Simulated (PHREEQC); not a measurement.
Model water analysis in mg/L, 25 °C, pH 6.95, pe 12.5:

```json
[
 {"constituent": "Na", "mg/L": "71.3"},
 {"constituent": "K", "mg/L": "7.17"},
 {"constituent": "Ca", "mg/L": "20"},
 {"constituent": "Mg", "mg/L": "71.1"},
 {"constituent": "Cl", "mg/L": "110"},
 {"constituent": "S(6) as SO4", "mg/L": "123"},
 {"constituent": "Alkalinity as HCO3", "mg/L": "275"},
 {"constituent": "O(0) (dissolved oxygen)", "mg/L": "7.04"},
 {"constituent": "Li", "mg/L": "0.523"}
]
```

Na is adjusted to close the charge balance.
Valence states are taken as typed.

Computed with PHREEQC (ion-association model, phreeqc.dat).

### Question
The ionic strength comes out as 0.0135 mol/kgw. What activity coefficients do Li+, Mg+2, CaHCO3+, MgHCO3+, CO3-2 get?

### Answer
Li+ 0.90, Mg+2 0.64, CaHCO3+ 0.90, MgHCO3+ 0.89, CO3-2 0.64.

Precipitation was switched off in this run. Complexes and solids missing from the database can't appear.
